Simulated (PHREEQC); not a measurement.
1.3 g of hydrous ferric oxide (600 m²/g; 0.2 weak and 0.005 strong sites per Fe, Dzombak-Morel constants, diffuse double layer) in 1 kg of water with 0.005 mol/kgw of an inert sodium salt and 0.025 mmol/kgw ZnSO4, at 25 °C; the pH is set by adding NaOH or the inert anion's acid. O2 is buffered at 0.21 atm. CO2 from the air is kept out. Precipitation was switched off in this run.

Model: ion-association model, wateq4f.dat, run in PHREEQC.

```json
[
 {"pH": "4", "S sorbed (%)": "100.0", "Zn sorbed (%)": "0.1", "surface charge σ (C/m²)": "0.186", "surface potential ψ (mV)": "191"},
 {"pH": "4.5", "S sorbed (%)": "100.0", "Zn sorbed (%)": "1.1", "surface charge σ (C/m²)": "0.133", "surface potential ψ (mV)": "175"},
 {"pH": "5", "S sorbed (%)": "100.0", "Zn sorbed (%)": "7.5", "surface charge σ (C/m²)": "0.091", "surface potential ψ (mV)": "(withheld)"},
 {"pH": "5.5", "S sorbed (%)": "99.8", "Zn sorbed (%)": "(withheld)", "surface charge σ (C/m²)": "0.059", "surface potential ψ (mV)": "136"},
 {"pH": "6", "S sorbed (%)": "98.6", "Zn sorbed (%)": "79.5", "surface charge σ (C/m²)": "0.037", "surface potential ψ (mV)": "113"},
 {"pH": "6.5", "S sorbed (%)": "91.0", "Zn sorbed (%)": "96.8", "surface charge σ (C/m²)": "0.022", "surface potential ψ (mV)": "88"},
 {"pH": "7", "S sorbed (%)": "57.1", "Zn sorbed (%)": "99.6", "surface charge σ (C/m²)": "0.013", "surface potential ψ (mV)": "(withheld)"},
 {"pH": "7.5", "S sorbed (%)": "14.1", "Zn sorbed (%)": "100.0", "surface charge σ (C/m²)": "0.006", "surface potential ψ (mV)": "35"},
 {"pH": "8", "S sorbed (%)": "1.8", "Zn sorbed (%)": "100.0", "surface charge σ (C/m²)": "(withheld)", "surface potential ψ (mV)": "7"},
 {"pH": "8.5", "S sorbed (%)": "0.2", "Zn sorbed (%)": "100.0", "surface charge σ (C/m²)": "-0.004", "surface potential ψ (mV)": "(withheld)"},
 {"pH": "9", "S sorbed (%)": "0.0", "Zn sorbed (%)": "100.0", "surface charge σ (C/m²)": "-0.009", "surface potential ψ (mV)": "-49"},
 {"pH": "9.5", "S sorbed (%)": "0.0", "Zn sorbed (%)": "100.0", "surface charge σ (C/m²)": "-0.018", "surface potential ψ (mV)": "-76"},
 {"pH": "10", "S sorbed (%)": "0.0", "Zn sorbed (%)": "100.0", "surface charge σ (C/m²)": "-0.030", "surface potential ψ (mV)": "-102"}
]
```

Problem. Complete the blanks.

Solution. 
- 5, surface potential ψ (mV): 156
- 5.5, Zn sorbed (%): 36.3
- 7, surface potential ψ (mV): 62
- 8, surface charge σ (C/m²): 0.001
- 8.5, surface potential ψ (mV): -21
